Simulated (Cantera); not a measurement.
Cantera run, input and output.

```python
import numpy as np
import cantera as ct

gas = ct.Solution("h2o2.yaml")
gas.TPX = 375, 13332, {'H2': 1, 'O2': 0.538, 'N2': 1.51, 'H2O': 0.82}
flame = ct.FreeFlame(gas, width=0.16)
flame.set_refine_criteria(ratio=3, slope=0.08, curve=0.16)
flame.transport_model = "mixture-averaged"
flame.solve(loglevel=0, auto=True)
flame.transport_model = "multicomponent"
flame.soret_enabled = True
flame.solve(loglevel=0, refine_grid=True)
z, T = flame.grid, flame.T
thick = (T[-1] - T[0]) / np.gradient(T, z).max()
show = ['H2', 'O2', 'H2O', 'H', 'H2O2', 'OH']
print(f"laminar burning velocity  {flame.velocity[0] * 100:.3f} cm/s")
print(f"burnt temperature         {T[-1]:.1f} K")
print(f"thermal thickness         {thick * 1e3:.4f} mm")
print(f"grid points               {len(z)}")
z0 = z[flame.heat_release_rate.argmax()]
print(f"{'z/mm':>9s}{'T/K':>9s}{'u/(m/s)':>9s}" + "".join(f"{s:>11s}" for s in show))
rows = []
for k in (-3, -2, -1.5, -1, -0.5, -0.25, 0, 0.25, 0.5, 1, 2, 4, 8):
    zz = z0 + k * thick
    rows.append([k * thick, np.interp(zz, z, T), np.interp(zz, z, flame.velocity),
                 *(np.interp(zz, z, flame.X[gas.species_index(s)]) for s in show)])
    print(f"{rows[-1][0] * 1e3:9.3f}{rows[-1][1]:9.1f}{rows[-1][2]:9.3f}" + "".join(f"{x:11.3e}" for x in rows[-1][3:]))
```

Result:

```
laminar burning velocity  216.468 cm/s
burnt temperature         2108.5 K
thermal thickness         4.2044 mm
grid points               124
     z/mm      T/K  u/(m/s)         H2         O2        H2O          H       H2O2         OH
  -12.613    375.0    2.165  2.585e-01  1.391e-01  2.120e-01  3.380e-17  3.691e-15  9.062e-17
   -8.409    375.0    2.165  2.585e-01  1.391e-01  2.120e-01  3.658e-15  7.062e-13  9.639e-15
   -6.307    375.0    2.165  2.585e-01  1.391e-01  2.120e-01  5.332e-14  1.536e-11  1.390e-13
   -4.204    375.0    2.164  2.581e-01  1.392e-01  2.121e-01  4.966e-12  1.147e-09  8.924e-12
   -2.102    379.4    2.163  2.483e-01  1.410e-01  2.150e-01  9.908e-07  2.018e-06  1.343e-06
   -1.051    540.2    2.973  2.120e-01  1.411e-01  2.338e-01  1.255e-03  3.781e-05  5.683e-04
    0.000    954.9    5.135  1.440e-01  1.135e-01  3.017e-01  1.837e-02  2.957e-06  1.189e-03
    1.051   1246.4    6.652  6.839e-02  6.369e-02  3.941e-01  3.988e-02  1.904e-06  4.973e-03
    2.102   1390.0    7.390  4.530e-02  4.359e-02  4.296e-01  4.104e-02  1.765e-06  8.347e-03
    4.204   1531.3    8.083  4.120e-02  3.682e-02  4.446e-01  3.188e-02  1.013e-06  1.097e-02
    8.409   1669.7    8.734  3.803e-02  3.228e-02  4.583e-01  2.187e-02  4.957e-07  1.259e-02
   16.818   1798.4    9.317  3.250e-02  2.773e-02  4.737e-01  1.364e-02  2.544e-07  1.308e-02
   33.635   1909.9    9.807  2.551e-02  2.349e-02  4.892e-01  7.679e-03  1.463e-07  1.233e-02
```

Detailed kinetics in Cantera: the H2/O2 subset of GRI-Mech 3.0, which has no nitrogen chemistry. Burning velocities carry a grid error of a few per cent, more on coarse grids.
